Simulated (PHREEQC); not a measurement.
Solution (20 °C): 0.0012 mol/kgw SrCl2, 0.00014 mol/kgw CO2 and 0.0008 mol/kgw NaCl. Closed to the air; pH follows from the charge balance.

Model: ion-association model, phreeqc.dat, run in PHREEQC.

The ionic strength comes out as 0.00441 mol/kgw. What activity coefficients do Cl-, Na+, HCO3-, H+, Sr+2 get?

Cl- 0.93, Na+ 0.93, HCO3- 0.93, H+ 0.94, Sr+2 0.76.

No solid was allowed to form.
